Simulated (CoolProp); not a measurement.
Vapour-liquid equilibrium of R22 (1) + R115 (2) at 349 kPa; x and y are mole fractions of (1).

Computed with CoolProp (multi-fluid Helmholtz-energy mixture model, Kamei 1995 and Lemmon 2016; pair parameters Bell 2016).

| x | bubble temperature, mixture model (°C) | bubble temperature, Raoult's law (°C) | y, mixture model | y, Raoult's law |
|---|---|---|---|---|
| 0.05 | -9.5 | -7.4 | 0.109 | 0.056 |
| 0.2 | -12.9 | -7.9 | 0.296 | 0.219 |
| 0.35 | -14.1 | -8.4 | 0.404 | 0.376 |
| 0.5 | -14.4 | -8.9 | 0.498 | 0.528 |
| 0.65 | -14.1 | -9.4 | 0.606 | 0.675 |
| 0.8 | -13.0 | -9.9 | 0.745 | 0.817 |
| 0.95 | -11.2 | -10.3 | 0.928 | 0.955 |

The largest gap from Raoult's law is -5.7 K in bubble temperature, at x = 0.35. y crosses x between x = 0.35 and 0.5: the model has an azeotrope there.

The pair parameters rest on a limited set of measurements; away from them the model extrapolates.
